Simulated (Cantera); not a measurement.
Cantera run, input and output.

```python
import numpy as np
import cantera as ct

gas = ct.Solution("gri30.yaml")
gas.TPX = 1375, 120000, {'CH2O': 0.027, 'O2': 0.0051, 'N2': 1}
inlet = ct.Reservoir(gas, clone=True)

reactor = ct.IdealGasConstPressureReactor(gas, energy="off", clone=False)
exhaust = ct.Reservoir(gas, clone=True)
tau = [23, 6, 1.6, 0.4, 0.1, 0.027, 0.007, 0.0018][0]
for a, b in ((inlet, reactor), (reactor, exhaust)):
    ct.MassFlowController(a, b, mdot=lambda t: reactor.mass / tau)
net = ct.ReactorNet([reactor])
show = ['CH2O', 'O2', 'HO2', 'HCO', 'H2', 'OH']

rows = []
print(f"{'tau/s':>10s}{'T/K':>9s}" + "".join(f"{s:>11s}" for s in show))
for tau in [23, 6, 1.6, 0.4, 0.1, 0.027, 0.007, 0.0018]:
    net.initial_time = 0.0
    net.advance(30 * tau)
    before = gas.X
    net.advance(40 * tau)
    drift = np.max(np.abs(gas.X - before) / (gas.X + 1e-9))
    rows.append([gas.T, *gas[show].X, drift])
    print(f"{tau:10.3e}{gas.T:9.1f}" + "".join(f"{x:11.3e}" for x in gas[show].X))
```

Result:

```
     tau/s      T/K       CH2O         O2        HO2        HCO         H2         OH
 2.300e+01   1375.0  1.603e-07  1.346e-06  4.405e-10  2.860e-09  1.936e-02  1.984e-07
 6.000e+00   1375.0  3.251e-07  2.735e-06  9.779e-10  6.059e-09  1.933e-02  3.765e-07
 1.600e+00   1375.0  6.680e-07  5.622e-06  2.119e-09  1.353e-08  1.928e-02  6.940e-07
 4.000e-01   1375.0  1.487e-06  1.250e-05  4.907e-09  3.474e-08  1.918e-02  1.276e-06
 1.000e-01   1375.0  3.592e-06  3.005e-05  1.239e-08  1.008e-07  1.898e-02  2.230e-06
 2.700e-02   1375.0  9.430e-06  7.776e-05  3.534e-08  3.076e-07  1.864e-02  3.552e-06
 7.000e-03   1375.0  3.126e-05  2.445e-04  1.468e-07  1.070e-06  1.819e-02  5.502e-06
 1.800e-03   1375.0  1.615e-04  9.560e-04  1.415e-06  4.058e-06  1.859e-02  7.828e-06
```

Model: GRI-Mech 3.0 (53 species, 325 reactions), integrated in Cantera.
